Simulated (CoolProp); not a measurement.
Vapour-liquid equilibrium of benzene (1) + n-heptane (2) at 419.9 K; x and y are mole fractions of (1).

Computed with CoolProp (multi-fluid Helmholtz-energy mixture model, Thol 2012 and Span 2003; pair parameters Bell 2016).

### Question
Give the bubble pressure and the first vapour's composition at x = 0.65, 0.8, 0.95. Is there an azeotrope?

### Answer
x = 0.65: 5.070 bar, y = 0.723; x = 0.8: 5.279 bar, y = 0.835; x = 0.95: 5.420 bar, y = 0.955. No azeotrope shows between x = 0.05 and 0.95.

Pair parameters are fitted to limited data, so mixtures are less certain than the pure fluids.
